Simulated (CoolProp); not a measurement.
Vapour-liquid equilibrium of R152A (1) + R113 (2) at 0.67 MPa; x and y are mole fractions of (1).

Values from CoolProp's multi-fluid Helmholtz-energy mixture model, Outcalt 1996 and Marx 1992; pair parameters Bell 2016.

| x | bubble temperature, mixture model (K) | bubble temperature, Raoult's law (K) | y, mixture model | y, Raoult's law |
|---|---|---|---|---|
| 0.05 | 376.0 | 378.9 | 0.298 | 0.292 |
| 0.125 | 356.5 | 363.8 | 0.572 | 0.545 |
| 0.2 | 342.9 | 352.5 | 0.716 | 0.689 |
| 0.275 | 333.4 | 343.5 | 0.795 | 0.780 |
| 0.35 | 326.6 | 336.1 | 0.842 | 0.841 |
| 0.425 | 321.7 | 330.0 | 0.874 | 0.883 |
| 0.5 | 318.0 | 324.7 | 0.896 | 0.914 |
| 0.575 | 315.0 | 320.2 | 0.913 | 0.937 |
| 0.65 | 312.4 | 316.1 | 0.928 | 0.955 |
| 0.725 | 310.1 | 312.6 | 0.941 | 0.969 |
| 0.8 | 308.0 | 309.3 | 0.955 | 0.980 |
| 0.875 | 305.8 | 306.4 | 0.970 | 0.989 |
| 0.95 | 303.6 | 303.8 | 0.987 | 0.996 |

The largest gap from Raoult's law is -10.1 K in bubble temperature, at x = 0.275. No azeotrope shows between x = 0.05 and 0.95.

The pair parameters rest on a limited set of measurements; away from them the model extrapolates.
